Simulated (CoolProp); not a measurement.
Vapour-liquid equilibrium of CHF3 (R23) (1) + R13 (2) at 0.0751 MPa; x and y are mole fractions of (1).

Computed with CoolProp (multi-fluid Helmholtz-energy mixture model, Penoncello 2003 and Platzer 1990; pair parameters Bell 2016). This equation is an older, rougher fit; its heat capacities, sound speeds and derivatives of the liquid may be far off and weren't checked against measurements.

Give the bubble temperature and the first vapour's composition at x = 0.125, 0.275, 0.725. Is there an azeotrope?

x = 0.125: -90.8 °C, y = 0.284; x = 0.275: -92.3 °C, y = 0.413; x = 0.725: -92.4 °C, y = 0.584. y crosses x between x = 0.425 and 0.5: the model has an azeotrope there.

The pair parameters rest on a limited set of measurements; away from them the model extrapolates.
